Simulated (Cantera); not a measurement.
Charge: 1 mol C2F6, 1 mol CH4, equilibrated at 7.50 Torr.

Equilibrium computed with Cantera from the NASA thermochemical tables; the gas is ideal and each condensed phase is pure. Candidate condensed phases: C, C6H6, C7H8, C8H18; 95 gas species. The feed counts by its element totals alone. Gases not in the tables: C2F6 and larger saturated fluorocarbons. Equilibrium is a limit: real reactors are often held back by kinetics, nucleation or transport.

Question: At 1902 °C, list the 7 most abundant gas species with their mole fractions, and the condensed phases.

Answer: HF 0.802, CF2 0.0827, F 0.0734, CF4 0.0386, CF3 0.00237, CF 0.000752, H 2.06e-5. Condensed: C(graphite).
